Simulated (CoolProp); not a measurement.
The fluid at 376.12 K and 0.00865 MPa flows at 5.3 m/s in a round tube of 25 mm bore and 0.25 µm roughness, fully developed (64/Re and Nu = 3.66 if laminar; Colebrook and Gnielinski if turbulent). The same conditions are run with several fluids, on thermodynamics alone (safety and materials aside).

Computed with CoolProp (reference Helmholtz-energy equation of state of each fluid (n-heptane: Span 2003; o-xylene: Zhou 2012; R410A: Lemmon 2003; n-nonane: Lemmon 2006; ethanol: Schroeder 2014)). Blends and air are pseudo-pure fits.

Task: Rank n-heptane, o-xylene, R410A, n-nonane, ethanol by Reynolds number, highest first.

Result: n-nonane (6970), n-heptane (5010), o-xylene (4800), R410A (1630), ethanol (1520)

```csv
fluid,Darcy friction factor,pressure drop (Pa/m),heat-transfer coefficient (W/(m² K)),mass flow (kg/h)
n-heptane,0.0374,5.85,12.8,2.61
o-xylene,0.0379,6.28,11.8,2.77
R410A,0.0392,4.42,2.78,1.88
n-nonane,0.0341,6.84,15.3,3.35
ethanol,0.0422,3.03,3.39,1.20
```

Transport values come from each fluid's own correlations.
